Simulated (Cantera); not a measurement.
A perfectly stirred reactor is fed with H2 : O2 : N2 = 1.7 : 1 : 13 (molar parts), at 323 Torr; it is held at 1375 K, and followed from long to short residence time.

Model: GRI-Mech 3.0 (53 species, 325 reactions), integrated in Cantera. The temperature is held fixed by assumption; the heat of reaction is taken as removed at once.

Problem. What does this change do: O2 1 to 0.45 parts?

Solution. 
```csv
quantity,before,after
x(H2) at τ = 15.0 s,5.01e-5,0.0543
x(O2) at τ = 15.0 s,0.0101,4.18e-6
x(N2O) at τ = 15.0 s,1.93e-7,1.82e-11
x(H2O2) at τ = 15.0 s,3.46e-8,1.17e-10
x(O) at τ = 15.0 s,7.54e-6,4.07e-8
x(H2) at τ = 46.0 ms,0.00204,0.0519
x(O2) at τ = 46.0 ms,0.0109,8.63e-5
x(N2O) at τ = 46.0 ms,6.56e-8,3.42e-10
x(H2O2) at τ = 46.0 ms,4.17e-7,6.82e-9
x(O) at τ = 46.0 ms,0.000351,1.32e-5
```
